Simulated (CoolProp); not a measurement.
2000 sccm (0 °C, 1 atm) of nitrogen bubbles through liquid octamethyltrisiloxane (MDM) at 360.9 K and leaves saturated at a total pressure of 0.15 MPa (ideal gas phase). Each further row changes one setting.

Model: reference Helmholtz-energy equation of state, Thol 2017, in CoolProp.

| case | vapour pressure (kPa) | mole fraction of vapour | delivery (mg/min) | delivery (sccm) | change of delivery for a bath 1 K warmer (%) |
|---|---|---|---|---|---|
| as stated | 12.5 | 0.0832 | 1920 | 182 | 4.4 |
| bath temperature 365.9 K | ? | 0.101 | 2380 | 225 | 4.4 |
| total pressure 0.3 MPa | 12.5 | 0.0416 | 917 | ? | ? |

**Question.** Fill in the missing entries.

**Answer.** 
- bath temperature 365.9 K, vapour pressure (kPa): 15.2
- total pressure 0.3 MPa, delivery (sccm): 86.9
- total pressure 0.3 MPa, change of delivery for a bath 1 K warmer (%): 4.2
